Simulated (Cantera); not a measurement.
A freely propagating, adiabatic, planar premixed flame of 44.4 % H2, 11.7 % O2, 43.9 % N2, equivalence ratio 1.9, unburnt at 675 K and 10.0 bar; unity-Lewis-number transport, grid criteria slope 0.08 and curve 0.16, no radiation.

Computed with Cantera and the H2/O2 subset of GRI-Mech 3.0, which has no nitrogen chemistry. The hydrogen kinetics of GRI-Mech 3.0 are dated; newer H2 mechanisms differ, most at raised pressure. Unity Lewis numbers drop preferential diffusion, which matters most where H2 and H carry the flame. Burning velocities carry a grid error of a few per cent, more on coarse grids.

Task: Predict: laminar burning velocity; thermal thickness; peak x(O); peak x(H); peak x(HO2).

Result: 
```json
{
  "laminar_burning_velocity": "687 cm/s",
  "thermal_thickness": "0.0241 mm",
  "peak x(O)": "0.00183",
  "peak x(H)": "0.0502",
  "peak x(HO2)": "0.000879"
}
```
